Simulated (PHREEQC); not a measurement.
Dissolve 0.00054 mol CO2 and 0.23 mol K2HPO4 per kg of water at 25 °C. Closed to the air; pH follows from the charge balance.

Computed with PHREEQC (ion-association model, phreeqc.dat).

This is a speciation only: nothing precipitates in the calculation.

Estimate the pH, ionic strength.

pH 8.84; ionic strength 0.629 mol/kgw.

In which forms is C present?

HCO3- 90 %, CO3-2 9.4 % of the C.
